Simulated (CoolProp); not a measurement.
Properties of hexamethyldisiloxane (MM) along the isotherm 530.8 K.

Values from CoolProp's reference Helmholtz-energy equation of state, Thol 2016.

```
p (MPa)          phase  cp (kJ/(kg K))  speed of sound (m/s)  Joule-Thomson coefficient (K/MPa)  fugacity coefficient
-------  -------------  --------------  --------------------  ---------------------------------  --------------------
0.0153             gas           2.085            (withheld)                              7.902                0.9974
0.023              gas           2.086                 166.3                              7.917                0.9961
0.0347             gas           2.086            (withheld)                              7.941                0.9941
0.0524             gas           2.088                 165.5                              7.977                0.9911
0.0791             gas           2.090                 164.8                              8.033                0.9865
0.119              gas           2.092                 163.7                         (withheld)                0.9798
0.18               gas           2.097                 162.0                              8.252                0.9695
0.271              gas           2.105                 159.4                              8.463                0.9541
0.41               gas           2.117                 155.2                              8.814                0.9309
0.618              gas           2.141                 148.7                              9.412                0.8964
0.932              gas      (withheld)                 138.0                              10.54                0.8452
1.41               gas           2.332                 119.0                              13.16                0.7685
2.12     supercritical           4.014            (withheld)                         (withheld)                0.6539
3.2      supercritical           2.921                 162.9                              3.003            (withheld)
4.83     supercritical           2.604                 248.5                              1.071            (withheld)
```

Question: Fill in the missing entries.

Answer: 
- 0.0153, speed of sound (m/s): 166.5
- 0.0347, speed of sound (m/s): 166.0
- 0.119, Joule-Thomson coefficient (K/MPa): 8.118
- 0.932, cp (kJ/(kg K)): 2.189
- 2.12, speed of sound (m/s): 77.50
- 2.12, Joule-Thomson coefficient (K/MPa): 23.75
- 3.2, fugacity coefficient: 0.4891
- 4.83, fugacity coefficient: 0.3706

The peak of cp marks the crossing from liquid-like to gas-like fluid above the critical point.
